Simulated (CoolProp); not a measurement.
Nitrous oxide along the isobar 16.5 MPa: density (kg/m³) from the reference equation and from simpler models built on Tc = 309.5 K, pc = 7.245 MPa, ω = 0.161; each cubic takes its own stable root.

The numbers come from the reference Helmholtz-energy equation of state, Lemmon 2006 in CoolProp. It is a short technical equation, of lower accuracy than the large ones.

```csv
T (K),phase,reference
300.6,liquid,868.0
315.9,supercritical,791.4
331.3,supercritical,697.9
346.6,supercritical,586.6
362,supercritical,476.7
377.3,supercritical,395.6
392.6,supercritical,340.9
408,supercritical,302.5
423.3,supercritical,274.3
438.6,supercritical,252.4
454,supercritical,234.6
469.3,supercritical,220.0
484.7,supercritical,207.6
500,supercritical,196.9
```

Problem. How far does each simpler model (van der Waals, Redlich-Kwong, Soave-Redlich-Kwong) lie from the reference over these 14 states: mean and median of the absolute difference, and the worst?

Solution. 
- van der Waals: mean 12.1 %, median 8.9 %, worst -29.3 % at 300.6 K and 16.5 MPa
- Redlich-Kwong: mean 4.2 %, median 2.2 %, worst -10.9 % at 315.9 K and 16.5 MPa
- Soave-Redlich-Kwong: mean 7.7 %, median 6.7 %, worst -12.8 % at 331.3 K and 16.5 MPa
